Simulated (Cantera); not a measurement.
Input (Python, Cantera) and output of one run.

```python
import numpy as np
import cantera as ct

gas_names = [...]  # 130 gases of nasa_gas.yaml made of C, H, Mg, O, S
cond_names = """
    C(gr) C6H6(L) C7H8(L) C8H18(L),n-octa H2O(s) H2O(L) H2SO4(L) Mg(cr) Mg(L) MgCO3(s) MgO(s) MgO(L)
    MgO2H2(s) MgS(s) MgSO4(s) MgSO4(L) S(cr1) S(cr2) S(L)
""".split()


# ... load() reads the species with a 1 bar reference pressure and builds the phases ...
atoms = {
    'MgCO3': {'Mg': 1, 'C': 1, 'O': 3},
    'H2S': {'H': 2, 'S': 1},
    'CO2': {'C': 1, 'O': 2},
}
top_T = {'C(gr)': 4500, 'MgS(s)': 2250}  # K; cautious upper limits of use, not melting points


# ... equilibrate(T, P, feed) seeds the gas with the atoms and calls Mixture.equilibrate('TP', solver="vcs", rtol=1e-11, max_steps=5000) ...
results = []
feed = {'MgCO3': 1, 'H2S': 4.8, 'CO2': 4.2}  # mol
P = 7600  # Pa
for T in [948, 1048, 1148, 1248, 1348, 1448, 1548, 1648]:
    mix = equilibrate(T, P, feed)
    results.append((T, P, feed, dict(zip(mix.species_names, mix.species_moles))))

top = {s: max(r[3][s] / sum(r[3][g] for g in gas_names) for r in results) for s in gas_names}
cols = sorted((s for s in top if top[s] > 0.001), key=lambda s: -top[s])[:9]
seen = [c for c in cond_names if any(r[3].get(c, 0) > 1e-12 for r in results)]
print("log10 of partial pressures in bar; condensed amounts in mol")
print(f"{'T/K':>10s}" + "".join(f"{s[:9]:>10s}" for s in cols + seen))
for T, P, feed, n in results:
    ng = sum(n[g] for g in gas_names)
    print(f"{T:10.4g}" + "".join(f"{np.log10(max(n[s] / ng * P / 1e5, 1e-99)):10.3f}" for s in cols)
          + "".join(f"{n.get(c, 0):10.4g}" for c in seen))
```

Result:

```
log10 of partial pressures in bar; condensed amounts in mol
       T/K       CO2       H2S        CO       H2O        S2        H2       COS       SO2        SH    MgO(s)
       948    -1.508    -1.582    -2.329    -2.166    -2.486    -2.729    -2.681    -5.543    -5.907         1
      1048    -1.569    -1.681    -2.098    -2.019    -2.249    -2.475    -2.805    -4.937    -5.269         1
      1148    -1.639    -1.816    -1.950    -1.912    -2.093    -2.296    -2.969    -4.416    -4.779         1
      1248    -1.709    -1.980    -1.855    -1.841    -1.996    -2.179    -3.151    -3.961    -4.400         1
      1348    -1.775    -2.159    -1.793    -1.796    -1.940    -2.106    -3.336    -3.564    -4.105         1
      1448    -1.836    -2.342    -1.748    -1.772    -1.912    -2.059    -3.513    -3.225    -3.869         1
      1548    -1.897    -2.514    -1.712    -1.765    -1.904    -2.025    -3.677    -2.951    -3.675         1
      1648    -1.963    -2.672    -1.681    -1.770    -1.911    -1.993    -3.827    -2.740    -3.510         1
```

These are equilibrium values from Cantera (NASA tables, ideal gas, pure condensed phases), not measurements of a reactor. Gases not in the tables: S3 to S7.
